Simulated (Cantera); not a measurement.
Mixture: H₂ : O₂ : N₂ = 1 : 0.769 : 2.89 (molar parts), at 2100000 Pa, adiabatic and at constant pressure. Ignition delay is the time to a rise of 400 K.

Computed with Cantera and GRI-Mech 3.0 (53 species, 325 reactions). The hydrogen kinetics of GRI-Mech 3.0 are dated; newer H2 mechanisms differ, most at raised pressure. The pressure lies above the range GRI-Mech 3.0 was tuned for (to about 10 atm). Below about 950 K walls govern HO2 and H2O2 in real vessels.

Q: What does this change do: 0.12 parts NO added?

A: 
```tsv
quantity	before	after
delay at 948 K	25.6 ms	0.110 ms
delay at 1048 K	2.67 ms	26.0 µs
delay at 1148 K	0.370 ms	8.92 µs
delay at 1248 K	52.9 µs	3.76 µs
delay at 1348 K	4.75 µs	1.84 µs
delay at 1448 K	1.26 µs	1.05 µs
apparent activation energy between 1248 and 1448 K	280 kJ/mol	96 kJ/mol
```
The mechanism lacks 2 NO + O2 → 2 NO2 and HONO, so NO2 and the effect of NO are under-described below about 1400 K.

Q: What does this change do: N2 2.89 to 6 parts?

A: 
| quantity | before | after |
|---|---|---|
| delay at 948 K | 25.6 ms | 38.0 ms |
| delay at 1048 K | 2.67 ms | 3.98 ms |
| delay at 1148 K | 0.370 ms | 0.547 ms |
| delay at 1248 K | 52.9 µs | 76.4 µs |
| delay at 1348 K | 4.75 µs | 7.18 µs |
| delay at 1448 K | 1.26 µs | 2.17 µs |
